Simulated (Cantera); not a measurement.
# Reactions in the system N-O-V

Standard-state values (1 bar) from the NASA 1993 polynomials, evaluated with Cantera. Values are per mole of reaction as written; species without (g) are pure solids or liquids, kept so even where they would boil at 1 bar.

N(g) + 2 V2O5 ⇌ 4 VO2(g) + NO2(g)

```
T (K)  ΔH° (kJ)  ΔS° (J/K)  ΔG° (kJ)  log10 K  condensed phases
-----  --------  ---------  --------  -------  ----------------
300      1732.1      886.4    1466.2  -255.28           V2O5(s)
823      1680.8      790.1    1030.6   -65.41           V2O5(s)
923      1669.9      777.6     952.2   -53.88           V2O5(s)
1023     1528.5      628.1     886.0   -45.24           V2O5(l)
1123     1516.0      616.4     823.8   -38.32           V2O5(l)
1223     1503.7      605.9     762.7   -32.57           V2O5(l)
1323     1491.5      596.4     702.6   -27.74           V2O5(l)
1423     1479.6      587.6     643.4   -23.62           V2O5(l)
```

4 V2O5 + N2(g) ⇌ 8 VO2(g) + 2 NO2(g)

| T (K) | ΔH° (kJ) | ΔS° (J/K) | ΔG° (kJ) | log10 K | condensed phases |
|---|---|---|---|---|---|
| 300 | 4409.5 | 1887.8 | 3843.2 | -669.14 | V2O5(s) |
| 823 | 4313.0 | 1707.1 | 2908.1 | -184.57 | V2O5(s) |
| 923 | 4292.2 | 1683.3 | 2738.6 | -154.98 | V2O5(s) |
| 1023 | 4010.3 | 1385.1 | 2593.4 | -132.41 | V2O5(l) |
| 1123 | 3986.1 | 1362.5 | 2456.0 | -114.23 | V2O5(l) |
| 1223 | 3962.3 | 1342.2 | 2320.8 | -99.12 | V2O5(l) |
| 1323 | 3938.8 | 1323.7 | 2187.5 | -86.37 | V2O5(l) |
| 1423 | 3915.6 | 1306.8 | 2056.0 | -75.47 | V2O5(l) |
